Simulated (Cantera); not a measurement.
A closed system holds: 1 mol CH4, 0.08 mol NH3, 2.6 mol H2, equilibrated at 1700 K and 34.0 Pa.

Equilibrium computed with Cantera from the NASA thermochemical tables; the gas is ideal and each condensed phase is pure. Candidate condensed phases: C, C6H6, C7H8, C8H18; 92 gas species. Rates play no part.

Problem. What is the equilibrium state?

Solution. 
```
Property                 Value
-------------------  ---------
x(H2)                    0.983
x(N2)                  0.00820
x(H)                   0.00792
x(HCN)                0.000329
x(C2H2 (acetylene))    7.22e-5
x(HNC)                 9.84e-6
n(C(graphite))       0.998 mol
gas amount           4.779 mol
```
